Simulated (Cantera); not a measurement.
Feed: 1 mol V2O5, 2700 mol H2, at 12.0 Pa.

Equilibrium computed with Cantera from the NASA thermochemical tables; the gas is ideal and each condensed phase is pure. Candidate condensed phases: H2O, V, VO, V2O3, V2O4, V2O5; 12 gas species. VO: taken at fixed stoichiometry. The numbers say what is thermodynamically allowed, not how fast it happens.

log p: log10 of the partial pressure in bar; n: condensed amount in mol.

```json
[
 {"T (K)": "1573", "log p H2": "-3.92", "log p H": "-6.35", "log p H2O": "-6.88", "log p VO": "-9.42", "log p V": "-10.90", "log p VO2": "-9.25", "log p OH": "-10.75", "n VO(s)": "___"},
 {"T (K)": "1673", "log p H2": "-3.93", "log p H": "-5.91", "log p H2O": "-6.89", "log p VO": "-8.37", "log p V": "-9.55", "log p VO2": "-8.42", "log p OH": "-10.19", "n VO(s)": "___"},
 {"T (K)": "1773", "log p H2": "-3.93", "log p H": "-5.51", "log p H2O": "-6.93", "log p VO": "-7.45", "log p V": "-8.34", "log p VO2": "-7.72", "log p OH": "-9.72", "n VO(s)": "___"},
 {"T (K)": "1873", "log p H2": "-3.95", "log p H": "-5.16", "log p H2O": "-6.92", "log p VO": "-7.26", "log p V": "-7.95", "log p VO2": "-7.69", "log p OH": "-9.25", "n VO(s)": "0"},
 {"T (K)": "1973", "log p H2": "-3.98", "log p H": "-4.86", "log p H2O": "-6.91", "log p VO": "-7.28", "log p V": "-7.80", "log p VO2": "-7.81", "log p OH": "-8.81", "n VO(s)": "0"},
 {"T (K)": "2073", "log p H2": "-4.03", "log p H": "-4.59", "log p H2O": "-6.91", "log p VO": "-7.32", "log p V": "-7.70", "log p VO2": "-7.94", "log p OH": "-8.42", "n VO(s)": "0"},
 {"T (K)": "2173", "log p H2": "-4.11", "log p H": "-4.37", "log p H2O": "-6.95", "log p VO": "-7.38", "log p V": "-7.64", "log p VO2": "-8.07", "log p OH": "-8.08", "n VO(s)": "0"}
]
```

### Question
Fill in the missing entries.

### Answer

- 1573, n VO(s): 1.98
- 1673, n VO(s): 1.81
- 1773, n VO(s): 0.647
